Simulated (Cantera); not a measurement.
A perfectly stirred reactor is fed with CO : O2 : H2O : N2 = 0.0029 : 0.0085 : 0.04 : 1 (molar parts), equivalence ratio 0.17, at 500000 Pa; it is held at 925 K, and followed from long to short residence time.

Computed with Cantera and GRI-Mech 3.0 (53 species, 325 reactions).

Task: What does this change do: 0.089 parts CH4 added?

Result: 
```csv
quantity,before,after
x(CO) at τ = 2.80 s,0.00234,0.00254
x(O2) at τ = 2.80 s,0.00788,0.00745
x(H2O) at τ = 2.80 s,0.0380,0.0351
x(CO2) at τ = 2.80 s,0.000416,3.36e-7
x(HO2) at τ = 2.80 s,6.68e-7,1.19e-9
x(CO) at τ = 36.0 ms,0.00276,0.00254
x(O2) at τ = 36.0 ms,0.00808,0.00745
x(H2O) at τ = 36.0 ms,0.0380,0.0351
x(CO2) at τ = 36.0 ms,1.14e-8,2.85e-9
x(HO2) at τ = 36.0 ms,1.66e-9,7.68e-10
```
GRI-Mech 3.0 stops at C3 and has no aromatics, soot or wall deposition, so with more carbon than oxygen in the feed, carbon stays in small species such as C2H2 where larger ones or solid carbon would form.
